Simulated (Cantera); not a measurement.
Feed: 1 mol FeS2, 0.36 mol SO2, 0.12 mol H2O, equilibrated at 900 °C.

These are equilibrium values from Cantera (NASA tables, ideal gas, pure condensed phases), not measurements of a reactor. Candidate condensed phases: Fe, FeO, Fe(OH)2, Fe(OH)3, FeS, FeSO4, FeS2, Fe2O3, Fe2(SO4)3, Fe3O4, H2O, H2SO4, S; 22 gas species. FeS: taken at fixed stoichiometry. Gases not in the tables: S3 to S7. Kinetics and transport are ignored.

x: gas mole fraction; n: condensed amount in mol.

| P (Pa) | x S2 | x SO2 | x H2O | x H2S | x S2O | x H2 | x SO | n FeS(s) |
|---|---|---|---|---|---|---|---|---|
| 1000 | 0.498 | 0.372 | 0.109 | 0.00915 | 0.00623 | 0.00472 | 0.000923 | 1.00 |
| 2600 | 0.496 | 0.372 | 0.108 | 0.0115 | 0.00789 | 0.00367 | 0.000726 | 1.00 |
| 6700 | 0.494 | 0.373 | 0.106 | 0.0142 | 0.00996 | 0.00284 | 0.000573 | 1.00 |
| 17000 | 0.490 | 0.373 | 0.104 | 0.0174 | 0.0125 | 0.00220 | 0.000454 | 1.00 |
| 45000 | 0.486 | 0.374 | 0.100 | ? | ? | ? | ? | 1.00 |
| 120000 | 0.481 | 0.375 | 0.0965 | 0.0260 | 0.0201 | 0.00125 | 0.000278 | 1.00 |
| 300000 | 0.475 | 0.376 | 0.0922 | 0.0309 | 0.0251 | 0.000944 | 0.000220 | 1.00 |
| 770000 | 0.467 | 0.376 | 0.0872 | ? | ? | ? | ? | 1.00 |
| 2000000 | 0.457 | 0.377 | 0.0818 | 0.0428 | 0.0393 | 0.000515 | 0.000136 | 1.00 |

Question: What belongs in the gaps?

Answer: 
- 770000, x H2S: 0.0366
- 770000, x S2O: 0.0315
- 770000, x H2: 0.000702
- 770000, x SO: 0.000173
- 45000, x H2S: 0.0214
- 45000, x S2O: 0.0159
- 45000, x H2: 0.00167
- 45000, x SO: 0.000355
